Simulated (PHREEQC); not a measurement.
HCl is added in steps, without added water, to 1 kg of water holding 2.1 mmol/kgw HF and 0.72 mmol/kgw (NH4)2SiF6, at 20 °C. Oxygen is held at 0.21 atm. No CO2 enters from the air. The run lets Chalcedony precipitate or redissolve, and no other solid.

Base run: PHREEQC, ion-association model, wateq4f.dat. Each further column changes one thing. The table gives F- (mol/kgw).

```csv
HCl added (mol),base,Davies equation for every ion,database phreeqc.dat,metal-ligand complexes left out,all activity coefficients set to 1
0,0.00122,0.00122,0.00122,0.00122,0.00118
0.0015,0.000768,0.000769,0.000769,0.000768,0.000723
0.003,0.000553,0.000555,0.000555,0.000553,?
0.00375,0.000486,0.000488,0.000488,0.000486,0.000445
0.00525,0.000393,0.000395,0.000395,0.000393,?
0.00675,0.000333,0.000335,0.000334,0.000333,?
0.00825,0.000290,0.000292,0.000291,0.000290,0.000256
0.009,0.000273,0.000275,0.000274,0.000273,0.000240
0.0105,0.000245,0.000247,0.000246,0.000245,0.000214
0.012,0.000223,0.000225,0.000224,0.000223,?
```

**Question.** What belongs in the gaps?

**Answer.** 
- 0.003, all activity coefficients set to 1: 0.000510
- 0.00525, all activity coefficients set to 1: 0.000355
- 0.00675, all activity coefficients set to 1: 0.000297
- 0.012, all activity coefficients set to 1: 0.000193

SiF6-2 is the database's only silicon fluoride. phreeqc.dat and wateq4f.dat share most of their constants, so their agreement is no independent check. Solids allowed in the column 'database phreeqc.dat': SiO2(a).
